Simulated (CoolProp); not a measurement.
Model: reference Helmholtz-energy equation of state, de Reuck 1993, in CoolProp.

Task: For methanol, give the phase and the Joule-Thomson coefficient (K/MPa), viscosity (µPa s), conductivity (mW/(m K)) at 190.05 °C and 116 kPa; 257.45 °C and 116 kPa.

Result: 
- 190.05 °C and 116 kPa: gas; Joule-Thomson coefficient 19.3, viscosity 15.1, conductivity 33.3
- 257.45 °C and 116 kPa: gas; Joule-Thomson coefficient 9.33, viscosity 17.4, conductivity 42.5

Viscosity comes from a separate model (Xiang 2006). Thermal conductivity comes from a separate model (Sykioti 2013).
